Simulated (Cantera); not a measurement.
# B2O3 + HF + BCl3 + H2 (oxide etching and cleaning by halides)

Charge: 1 mol B2O3, 47 mol HF, 7.8 mol BCl3, 0.41 mol H2, held at 2.70 Pa.

Method: chemical equilibrium by Gibbs-energy minimisation in Cantera with the NASA 1993 tables (ideal gas, pure condensed phases). Candidate condensed phases: B, B2O3, B3O3H3, H2O; 56 gas species. The tables' values for BF2 are old estimates; treat these amounts as uncertain. Rates play no part.

```csv
T (K),x HCl,x HF,x BF3,x H2O,x BOF
750,0.432,0.325,0.181,0.0552,2.70e-6
825,0.431,0.327,0.179,0.0539,7.84e-5
900,0.430,0.336,0.174,0.0491,0.00114
975,0.427,0.353,0.163,0.0389,0.00851
1050,0.419,0.378,0.144,0.0218,0.0289
1125,0.412,0.401,0.127,0.00723,0.0450
1200,0.410,0.409,0.121,0.00186,0.0505
1275,0.409,0.412,0.119,0.000492,0.0519
1350,0.407,0.412,0.119,0.000146,0.0522
```
x: gas mole fraction; nothing condenses.

From 750 K to 1350 K nothing is condensed. The main B-bearing gas is BF3 throughout.
